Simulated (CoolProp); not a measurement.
R365MFC along the isotherm -29.15 °C: fugacity coefficient from the reference equation and from simpler models built on Tc = 186.9 °C, pc = 32.66 bar, ω = 0.377; each cubic takes its own stable root.

Model: reference Helmholtz-energy equation of state, Lemmon 2016, in CoolProp.

```tsv
p (bar)	phase	reference
0.258	liquid	0.1342
0.53	liquid	0.06540
1.09	liquid	0.03189
2.24	liquid	0.01562
4.59	liquid	0.007717
9.43	liquid	0.003854
19.4	liquid	0.001976
```

Problem. How far does each simpler model (van der Waals, Redlich-Kwong) lie from the reference over these 7 states: mean and median of the absolute difference, and the worst?

Solution. 
- van der Waals: mean 2791.9 %, median 3560.7 %, worst +3793.7 % at -29.15 °C and 19.4 bar
- Redlich-Kwong: mean 363.8 %, median 362.6 %, worst +368.3 % at -29.15 °C and 19.4 bar

At some of these states van der Waals gives the other phase, because its saturation line lies elsewhere.
